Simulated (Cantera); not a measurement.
Input (Python, Cantera):

```python
import numpy as np
import cantera as ct

surf = ct.Interface("ptcombust.yaml", "Pt_surf")
gas = surf.adjacent["gas"]
gas.TPX = 300, 2800, {'H2': 0.021, 'O2': 0.061, 'N2': 0.79}
jet = ct.ImpingingJet(gas=gas, width=0.024, surface=surf)
jet.inlet.mdot, jet.inlet.T, jet.inlet.X = 0.072, 300, {'H2': 0.021, 'O2': 0.061, 'N2': 0.79}
jet.set_refine_criteria(ratio=10, slope=0.2, curve=0.3)
show, cover = ['H2', 'O2', 'H2O', 'OH'], ["PT(S)", "H(S)", "O(S)", "OH(S)", "CO(S)", "C(S)"]

rows = []
print(f"{'Ts/K':>7s}" + "".join(f"{s:>11s}" for s in show + cover) + "   (gas at the wall, coverages)")
for i, Ts in enumerate([600, 650, 700, 750, 800, 850, 900]):
    jet.surface.T = Ts
    if i == 0:
        surf.TP = Ts, 2800
        surf.coverages = "PT(S):0.5, O(S):0.5"
        surf.advance_coverages(1.0)
        jet.set_initial_guess(products="inlet")
    jet.solve(loglevel=0, auto=(i == 0))
    rows.append([*(jet.X[gas.species_index(s), -1] for s in show), *surf[cover].coverages])
    print(f"{Ts:7g}" + "".join(f"{x:11.3e}" for x in rows[-1]))
```

It prints:

```
   Ts/K         H2         O2        H2O         OH      PT(S)       H(S)       O(S)      OH(S)      CO(S)       C(S)   (gas at the wall, coverages)
    600  4.230e-03  4.875e-02  3.843e-02  1.242e-12  1.424e-01  2.926e-09  8.525e-01  5.034e-03  1.094e-15  2.069e-30
    650  4.223e-03  4.880e-02  3.820e-02  1.604e-11  1.493e-01  4.892e-09  8.473e-01  3.364e-03  1.754e-16  1.518e-25
    700  4.179e-03  4.880e-02  3.806e-02  1.419e-10  1.578e-01  8.392e-09  8.399e-01  2.379e-03  2.312e-15  9.416e-29
    750  3.981e-03  4.864e-02  3.822e-02  9.178e-10  1.741e-01  1.512e-08  8.241e-01  1.801e-03  7.557e-17  5.438e-26
    800  3.527e-03  4.820e-02  3.889e-02  4.459e-09  2.086e-01  3.006e-08  7.899e-01  1.462e-03  5.065e-18  2.152e-29
    850  2.982e-03  4.767e-02  3.973e-02  1.723e-08  2.621e-01  6.280e-08  7.367e-01  1.241e-03  3.514e-17  5.487e-28
    900  2.520e-03  4.722e-02  4.043e-02  5.561e-08  3.276e-01  1.272e-07  6.713e-01  1.064e-03  1.266e-18  3.367e-26
```

Model: Deutschmann's 1995 Pt surface mechanism with GRI-Mech 3.0 gas chemistry, integrated in Cantera. Catalytic surfaces can have several steady states; this one follows from the mechanism file's or the stated starting coverage.
